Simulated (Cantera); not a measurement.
## CuO + F2 + O2 (oxide etching and cleaning by halides)

Charge: 1 mol CuO, 0.79 mol F2, 0.12 mol O2, at 1.33 mbar.

Cantera equilibrium calculation (NASA polynomials, part measured and part estimated; ideal gas, pure solids and liquids). Candidate condensed phases: Cu, CuF2, CuO, Cu2O; 13 gas species. Rates play no part.

```tsv
T (°C)	x O2	x CuF	x CuF2	x F	x O	x Cu
1175	0.382	0.261	0.355	0.00213	3.30e-5	8.18e-6
1200	0.381	0.262	0.353	0.00340	4.72e-5	9.52e-6
1225	0.381	0.263	0.351	0.00531	6.67e-5	1.11e-5
1250	0.380	0.265	0.347	0.00812	9.31e-5	1.30e-5
1275	0.378	0.268	0.342	0.0122	0.000128	1.53e-5
1300	0.376	0.272	0.334	0.0178	0.000175	1.82e-5
1325	0.373	0.278	0.324	0.0253	0.000237	2.20e-5
1350	0.369	0.285	0.311	0.0349	0.000316	2.71e-5
1375	0.364	0.294	0.294	0.0469	0.000419	3.40e-5
1400	0.359	0.304	0.275	0.0611	0.000548	4.35e-5
1425	0.353	0.316	0.253	0.0773	0.000712	5.67e-5
1450	0.346	0.329	0.229	0.0950	0.000916	7.53e-5
1475	0.338	0.343	0.204	0.114	0.00117	0.000101
1500	0.331	0.357	0.178	0.133	0.00148	0.000138
```
x: gas mole fraction; nothing condenses.

From 1175 °C to 1500 °C nothing is condensed. The main Cu-bearing gas is CuF2 at 1175 °C and CuF at 1500 °C.
